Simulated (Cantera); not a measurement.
An isothermal, constant-pressure homogeneous reactor starts with C₂H₄ : H₂ = 1 : 6.1 (molar parts), at 1700 K and 0.735 Torr. Integrator tolerance rtol = 1e-08.

Detailed kinetics in Cantera: GRI-Mech 3.0 (53 species, 325 reactions). GRI-Mech 3.0 was tuned for natural gas; its chemistry of ethylene as a main component is partial and can be far from experiment. GRI-Mech 3.0 stops at C3 and has no aromatics, soot or wall deposition, so with more carbon than oxygen in the feed, carbon stays in small species such as C2H2 where larger ones or solid carbon would form. Radical loss at walls, strong at low pressure, is not modelled.

What does this change do: pressure from 0.735 Torr to 10.00 Torr?


```
quantity                                              before                                      after
-----------------  -----------------------------------------  -----------------------------------------
x(C₂H₄) at 30.0 s    5.23e-6 (gas-phase equilibrium 5.09e-6)    6.94e-5 (gas-phase equilibrium 6.94e-5)
x(H₂) at 30.0 s          0.873 (gas-phase equilibrium 0.872)        0.875 (gas-phase equilibrium 0.875)
x(H) at 30.0 s       0.00413 (gas-phase equilibrium 0.00443)    0.00120 (gas-phase equilibrium 0.00120)
x(C₂H₆) at 30.0 s  3.07e-12 (gas-phase equilibrium 9.82e-12)    1.41e-9 (gas-phase equilibrium 1.83e-9)
x(CH₄) at 30.0 s     7.84e-6 (gas-phase equilibrium 3.55e-5)  0.000383 (gas-phase equilibrium 0.000486)
x(CH₃) at 30.0 s     7.52e-7 (gas-phase equilibrium 3.66e-6)    1.07e-5 (gas-phase equilibrium 1.35e-5)
```

What does this change do: pressure from 0.735 Torr to 1.01 bar?


| quantity | before | after |
|---|---|---|
| x(C₂H₄) at 30.0 s | 5.23e-6 (gas-phase equilibrium 5.09e-6) | 0.00448 (gas-phase equilibrium 0.00448) |
| x(H₂) at 30.0 s | 0.873 (gas-phase equilibrium 0.872) | 0.855 (gas-phase equilibrium 0.855) |
| x(H) at 30.0 s | 0.00413 (gas-phase equilibrium 0.00443) | 0.000136 (gas-phase equilibrium 0.000136) |
| x(C₂H₆) at 30.0 s | 3.07e-12 (gas-phase equilibrium 9.82e-12) | 8.76e-6 (gas-phase equilibrium 8.76e-6) |
| x(CH₄) at 30.0 s | 7.84e-6 (gas-phase equilibrium 3.55e-5) | 0.0332 (gas-phase equilibrium 0.0332) |
| x(CH₃) at 30.0 s | 7.52e-7 (gas-phase equilibrium 3.66e-6) | 0.000107 (gas-phase equilibrium 0.000107) |
